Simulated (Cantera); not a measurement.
What does this Cantera script print?

```python
import numpy as np
import cantera as ct

gas_names = """
    B BH BH2 BH3 BN BO BO2 B2 B2O B2O2 B2O3 B3O3H3 H HBO HBO2 HNO HNO2 HNO3 HO2 H2 H2O H2O2 H3B3O6 N NH
    NH2 NH3 NH2OH NO NO2 NO3 N2 N2H2 N2H4 N2O O OH O2 O3
""".split()
cond_names = """
    B(b) B(L) BN(s) B2O3(L) B3O3H3(cr) H2O(s) H2O(L)
""".split()


# ... load() reads the species with a 1 bar reference pressure and builds the phases ...
atoms = {
    'B2H6': {'B': 2, 'H': 6},
    'NH3': {'N': 1, 'H': 3},
    'N2': {'N': 2},
    'O2': {'O': 2},
}
top_T = {'BN(s)': 3200}  # K; cautious upper limits of use, not melting points


# ... equilibrate(T, P, feed) seeds the gas with the atoms and calls Mixture.equilibrate('TP', solver="vcs", rtol=1e-11, max_steps=5000) ...
results = []
T = 1300  # K
P = 13332.2  # Pa
for m in [4.4, 19, 34, 49, 64, 79, 94, 110]:
    feed = {'B2H6': 1, 'NH3': 1.4, 'N2': m, 'O2': 0.33}  # mol
    mix = equilibrate(T, P, feed)
    results.append((T, P, feed, dict(zip(mix.species_names, mix.species_moles))))
    x = sorted(zip(gas.X, gas.species_names), reverse=True)
    print(f"T = {T:g} K  P = {P:g} Pa  n(N2) = {m:g} mol  gas = {mix.phase_moles(0):.4g} mol")
    print("   x: " + "  ".join(f"{s} {v:.3e}" for v, s in x if v > 0.001))
    print("   condensed (mol): " + ("  ".join(f"{mix.phase(i).name} {mix.phase_moles(i):.4g}"
          for i in range(1, mix.n_phases) if mix.phase_moles(i) > 1e-12) or "none"))
```

Result:

```
T = 1300 K  P = 13332.2 Pa  n(N2) = 4.4 mol  gas = 9.416 mol
   x: H2 5.397e-01  N2 4.582e-01  H2O 1.810e-03
   condensed (mol): BN(s) 1.572  B2O3(L) 0.212
T = 1300 K  P = 13332.2 Pa  n(N2) = 19 mol  gas = 24.02 mol
   x: N2 7.875e-01  H2 2.114e-01
   condensed (mol): BN(s) 1.576  B2O3(L) 0.2092
T = 1300 K  P = 13332.2 Pa  n(N2) = 34 mol  gas = 39.02 mol
   x: N2 8.692e-01  H2 1.301e-01
   condensed (mol): BN(s) 1.577  B2O3(L) 0.2077
T = 1300 K  P = 13332.2 Pa  n(N2) = 49 mol  gas = 54.02 mol
   x: N2 9.055e-01  H2 9.393e-02
   condensed (mol): BN(s) 1.577  B2O3(L) 0.2067
T = 1300 K  P = 13332.2 Pa  n(N2) = 64 mol  gas = 69.02 mol
   x: N2 9.260e-01  H2 7.351e-02
   condensed (mol): BN(s) 1.578  B2O3(L) 0.2058
T = 1300 K  P = 13332.2 Pa  n(N2) = 79 mol  gas = 84.02 mol
   x: N2 9.392e-01  H2 6.037e-02
   condensed (mol): BN(s) 1.578  B2O3(L) 0.205
T = 1300 K  P = 13332.2 Pa  n(N2) = 94 mol  gas = 99.02 mol
   x: N2 9.484e-01  H2 5.122e-02
   condensed (mol): BN(s) 1.578  B2O3(L) 0.2043
T = 1300 K  P = 13332.2 Pa  n(N2) = 110 mol  gas = 115 mol
   x: N2 9.556e-01  H2 4.409e-02
   condensed (mol): BN(s) 1.579  B2O3(L) 0.2036
```

Equilibrium computed with Cantera from the NASA thermochemical tables; the gas is ideal and each condensed phase is pure. The feed counts by its element totals alone. Mutual solubility and eutectic melting of coexisting phases are not modelled. Gases not in the tables: H3BO3.
